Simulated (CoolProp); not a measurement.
Aqueous lithium chloride as a coolant, 7 % by mass, freezing at -7.7 °C, 1 atm.

Computed with CoolProp (Melinder's fits for secondary coolants).

| T (°C) | viscosity (mPa s) | cp (kJ/(kg K)) | density (kg/m³) | Prandtl number |
|---|---|---|---|---|
| -0.7 | 2.23 | 3.800 | 1042 | 15.5 |
| 2.5 | 2.01 | 3.801 | 1042 | 13.9 |
| 5.8 | 1.83 | 3.803 | 1041 | 12.5 |
| 9 | 1.67 | 3.805 | 1041 | 11.3 |
| 12.3 | 1.53 | 3.808 | 1040 | … |
| 15.6 | 1.41 | 3.810 | 1039 | … |
| 18.8 | 1.31 | 3.813 | 1039 | 8.60 |
| 22.1 | 1.21 | 3.816 | 1038 | 7.91 |
| 25.3 | 1.13 | 3.819 | 1037 | 7.32 |
| 28.6 | 1.05 | 3.822 | … | 6.76 |
| 31.9 | 0.981 | 3.825 | 1035 | 6.27 |
| 35.1 | 0.919 | … | … | 5.83 |
| 38.4 | 0.860 | 3.832 | 1033 | 5.41 |

Problem. Fill in the missing entries.

Solution. 
- 12.3, Prandtl number: 10.3
- 15.6, Prandtl number: 9.36
- 28.6, density (kg/m³): 1036
- 35.1, cp (kJ/(kg K)): 3.829
- 35.1, density (kg/m³): 1034
